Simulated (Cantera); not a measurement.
**FeS + SO3 + CO2 (roasting and sulfation)**

Charge: 1 mol FeS, 3.7 mol SO3, 0.097 mol CO2, equilibrated at 1 atm.

These are equilibrium values from Cantera (NASA tables, ideal gas, pure condensed phases), not measurements of a reactor. Candidate condensed phases: C, Fe, Fe(CO)5, FeO, FeS, FeSO4, FeS2, Fe2O3, Fe2(SO4)3, Fe3O4, S; 25 gas species. The numbers say what is thermodynamically allowed, not how fast it happens.

| T (K) | x SO2 | x SO3 | x O2 | x CO2 | x SO | x O | n FeSO4(s) | n Fe2O3(s) | n Fe3O4(s) |
|---|---|---|---|---|---|---|---|---|---|
| 800 | 0.978 | 7.57e-5 | 4.99e-12 | 0.0221 | 9.33e-11 | <1e-12 | 0.399 | 0.300 | 0 |
| 875 | 0.973 | 0.00550 | 3.34e-7 | 0.0218 | 1.77e-11 | <1e-12 | 0.351 | 0.324 | 0 |
| 950 | 0.938 | 0.0413 | 0.000170 | 0.0202 | 2.02e-11 | <1e-12 | 0 | 0.500 | 0 |
| 1025 | 0.939 | 0.0397 | 0.000960 | 0.0202 | 1.40e-10 | 1.02e-11 | 0 | 0.500 | 0 |
| 1100 | 0.942 | 0.0347 | 0.00345 | 0.0202 | 8.34e-10 | 1.46e-10 | 0 | 0.500 | 0 |
| 1175 | 0.946 | 0.0262 | 0.00758 | 0.0201 | 4.66e-9 | 1.26e-9 | 0 | 0.500 | 0 |
| 1250 | 0.950 | 0.0180 | 0.0116 | 0.0200 | 2.42e-8 | 7.41e-9 | 0 | 0.500 | 0 |
| 1325 | 0.954 | 0.0120 | 0.0146 | 0.0199 | 1.13e-7 | 3.30e-8 | 0 | 0.500 | 0 |
| 1400 | 0.956 | 0.00799 | 0.0165 | 0.0199 | 4.60e-7 | 1.21e-7 | 0 | 0.500 | 0 |
| 1475 | 0.957 | 0.00546 | 0.0177 | 0.0199 | 1.66e-6 | 3.80e-7 | 0 | 0.500 | 0 |
| 1550 | 0.958 | 0.00383 | 0.0185 | 0.0198 | 5.36e-6 | 1.06e-6 | 0 | 0.500 | 0 |
| 1625 | 0.942 | 0.00369 | 0.0350 | 0.0195 | 1.13e-5 | 3.62e-6 | 0 | 0 | 0.333 |
| 1700 | 0.942 | 0.00272 | 0.0355 | 0.0195 | 3.01e-5 | 8.37e-6 | 0 | 0 | 0.333 |
| 1775 | 0.942 | 0.00206 | 0.0359 | 0.0195 | 7.38e-5 | 1.80e-5 | 0 | 0 | 0.333 |
x: gas mole fraction; n: condensed amount in mol.

From 800 K to 875 K the condensed part is FeSO4(s) + Fe2O3(s). From 950 K to 1550 K the condensed part is Fe2O3(s). From 1625 K to 1775 K the condensed part is Fe3O4(s).
